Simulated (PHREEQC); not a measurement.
Consider water at 25 °C and 500 atm with 5 mmol/kgw Pb(NO3)2. Closed to the air; pH follows from the charge balance.

Equilibrium calculation in PHREEQC: ion-association model, phreeqc.dat.

Task: The ionic strength comes out as 0.0139 mol/kgw. What activity coefficients do Pb+2, H+, PbOH+, Pb2OH+3, PbNO3+ get?

Result: Pb+2 0.63, H+ 0.90, PbOH+ 0.89, Pb2OH+3 0.35, PbNO3+ 0.89.

No solid was allowed to form. Complexes and solids missing from the database can't appear. Under pressure, the constants of complexes without a molar volume in the database are unreliable.
